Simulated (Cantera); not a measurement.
Charge: 1 mol Si₃N₄, 0.052 mol H₂, at 2048 K and 0.133 bar.

Equilibrium computed with Cantera from the NASA thermochemical tables; the gas is ideal and each condensed phase is pure. Candidate condensed phases: Si, Si₃N₄; 18 gas species. The tables' values for SiN are old estimates; treat these amounts as uncertain. Rates play no part.

Base state: N₂ 0.974, H₂ 0.0248, H 0.000966, Si 0.000567, Si₂N 5.97e-5, SiN 4.75e-5, SiH 1.98e-5 (mole fractions); condensed: Si(l).

### Question
What changes in the equilibrium state with this change: temperature from 2048 K to 1725 K?

### Answer
```json
[
 {"species": "H₂", "before": "0.0248", "after": "0.981"},
 {"species": "N₂", "before": "0.974", "after": "0.0184"},
 {"species": "H", "before": "0.000966", "after": "0.000504"},
 {"species": "Si", "before": "0.000567", "after": "7.61e-6"},
 {"species": "SiH₂", "before": "3.44e-6", "after": "1.69e-5"},
 {"species": "SiN", "before": "4.75e-5", "after": "2.10e-7"},
 {"species": "Si₂N", "before": "5.97e-5", "after": "3.69e-7"},
 {"species": "Si(l), mol", "before": "3.00", "after": "0.00146"},
 {"species": "Si₃N₄(s), mol", "before": "0", "after": "1.000"}
]
```
Mutual solubility and eutectic melting of coexisting phases are not modelled. Gases not in the tables: Si₂H₆ and higher silanes.

### Question
What changes in the equilibrium state with this change: temperature from 2048 K to 1498 K?

### Answer
```csv
species,before,after
H₂,0.0248,1.000
N₂,0.974,0.000342
H,0.000966,4.71e-5
SiH,1.98e-5,8.89e-8
Si₂N,5.97e-5,<1e-9
SiN,4.75e-5,<1e-9
"Si(l), mol",3.00,0
"Si₃N₄(s), mol",0,1.000
```
